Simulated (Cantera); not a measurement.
Charge: 1 mol trisilylamine, 3 mol NH₃, equilibrated at 480 Torr.

These are equilibrium values from Cantera (NASA tables, ideal gas, pure condensed phases), not measurements of a reactor. Candidate condensed phases: Si, Si₃N₄; 18 gas species. The feed counts by its element totals alone. Mutual solubility and eutectic melting of coexisting phases are not modelled. Gases not in the tables: Si₂H₆ and higher silanes. Equilibrium is a limit: real reactors are often held back by kinetics, nucleation or transport.

x: gas mole fraction; n: condensed amount in mol.

```csv
T (°C),x H₂,x N₂,x H,x SiH₂,x SiH,x Si,x NH₃,n Si₃N₄(s),n Si(s),n Si(l)
1052,1.000,1.48e-6,…,1.17e-7,8.55e-10,1.47e-10,8.77e-8,1.000,0,0
1102,1.000,5.03e-6,…,2.58e-7,2.89e-9,6.41e-10,1.34e-7,1.000,0,0
1152,1.000,1.56e-5,…,5.42e-7,8.94e-9,2.52e-9,1.99e-7,1.000,0,0
1202,1.000,4.49e-5,…,1.08e-6,2.56e-8,8.99e-9,2.87e-7,1.000,0.000592,0
1252,1.000,0.000120,…,2.06e-6,6.84e-8,2.95e-8,4.03e-7,0.999,0.00160,0
1302,1.000,0.000302,…,3.76e-6,1.71e-7,8.97e-8,5.55e-7,0.999,0.00403,0
1352,0.999,0.000714,…,6.61e-6,4.06e-7,2.55e-7,7.47e-7,0.997,0.00958,0
1402,0.998,0.00160,…,1.12e-5,9.10e-7,6.78e-7,9.88e-7,0.993,0.0216,0
1452,0.996,0.00383,…,1.72e-5,1.81e-6,1.59e-6,1.35e-6,0.983,0,0.0517
```

**Question.** Fill in the missing entries.

**Answer.** 
- 1052, x H: 2.04e-6
- 1102, x H: 4.28e-6
- 1152, x H: 8.53e-6
- 1202, x H: 1.62e-5
- 1252, x H: 2.96e-5
- 1302, x H: 5.19e-5
- 1352, x H: 8.82e-5
- 1402, x H: 0.000145
- 1452, x H: 0.000232
